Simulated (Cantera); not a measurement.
An isothermal, constant-pressure homogeneous reactor starts with 15.3 % H2, 84.7 % O2, equivalence ratio 0.090, at 975 K and 0.0133 bar.

Cantera simulation using GRI-Mech 3.0 (53 species, 325 reactions); the numbers are that mechanism's predictions, not measurements. Radical loss at walls, strong at low pressure, is not modelled. The temperature is held fixed by assumption; the heat of reaction is taken as removed at once.

x: mole fraction; the columns are a selection and need not sum to one.

```json
[
 {"t (s)": "0.000100", "x H2": "0.153", "x O2": "0.847", "x OH": "8.40e-12", "x H2O2": "<1e-12", "x O": "1.38e-11"},
 {"t (s)": "0.000422", "x H2": "0.153", "x O2": "0.847", "x OH": "1.01e-10", "x H2O2": "<1e-12", "x O": "2.44e-10"},
 {"t (s)": "0.00178", "x H2": "0.153", "x O2": "0.847", "x OH": "4.88e-8", "x H2O2": "2.36e-12", "x O": "1.25e-7"},
 {"t (s)": "0.00750", "x H2": "0.00803", "x O2": "0.795", "x OH": "0.00388", "x H2O2": "3.00e-7", "x O": "0.0263"},
 {"t (s)": "0.0316", "x H2": "0.000458", "x O2": "0.833", "x OH": "0.000686", "x H2O2": "3.31e-7", "x O": "0.00172"},
 {"t (s)": "0.133", "x H2": "1.93e-5", "x O2": "0.835", "x OH": "0.000128", "x H2O2": "1.51e-7", "x O": "6.83e-5"},
 {"t (s)": "0.562", "x H2": "…", "x O2": "0.835", "x OH": "…", "x H2O2": "…", "x O": "…"},
 {"t (s)": "2.37", "x H2": "1.01e-7", "x O2": "0.835", "x OH": "1.35e-5", "x H2O2": "1.39e-8", "x O": "7.37e-7"},
 {"t (s)": "10.0", "x H2": "1.59e-8", "x O2": "0.835", "x OH": "5.72e-6", "x H2O2": "4.15e-9", "x O": "1.34e-7"}
]
```

Question: Complete the blanks.

Answer: 
- 0.562, x H2: 1.06e-6
- 0.562, x OH: 3.65e-5
- 0.562, x H2O2: 4.62e-8
- 0.562, x O: 5.40e-6
